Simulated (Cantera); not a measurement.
**Stirred combustor or abatement burner**

A perfectly stirred reactor is fed with 22.0 % H2, 11.4 % O2, 66.6 % N2, at 5700 Torr; it is adiabatic with a 700 K inlet, and is followed from long to short residence time, starting on the burning branch (τ in s: 0.2, 0.062, 0.019, 0.0057, 0.0018, 0.00054, 0.00016, 5e-05, 1.5e-05, 4.7e-06).

Cantera simulation using the H2/O2 subset of GRI-Mech 3.0, which has no nitrogen chemistry; the numbers are that mechanism's predictions, not measurements. The hydrogen kinetics of GRI-Mech 3.0 are dated; newer H2 mechanisms differ, most at raised pressure.

```
τ (s)    T (K)     x H2     x O2    x HO2  x H2O       x H   x H2O2       x O
-------  -----  -------  -------  -------  -----  --------  -------  --------
0.20      2290  0.00241  0.00544  1.33e-6  0.243  0.000168  2.15e-7  0.000128
0.062     2289  0.00250  0.00547  1.38e-6  0.242  0.000177  2.19e-7  0.000132
0.019     2287  0.00279  0.00559  1.52e-6  0.242  0.000207  2.34e-7  0.000145
0.0057    2279  0.00358  0.00590  1.94e-6  0.241  0.000299  2.74e-7  0.000184
0.0018    2264  0.00521  0.00656  3.02e-6  0.239  0.000537  3.61e-7  0.000278
0.00054   2234  0.00819  0.00781  5.71e-6  0.234   0.00115  5.28e-7  0.000497
0.00016   2183   0.0128  0.00986  1.17e-5  0.227   0.00257  7.90e-7  0.000963
5.0e-5    2106   0.0190   0.0128  2.28e-5  0.217   0.00547  1.15e-6   0.00182
1.5e-5    1985   0.0272   0.0173  4.43e-5  0.203    0.0111  1.80e-6   0.00327
4.7e-6    1817   0.0391   0.0245  8.41e-5  0.184    0.0194  3.25e-6   0.00488
```
x: mole fraction; the columns are a selection and need not sum to one.
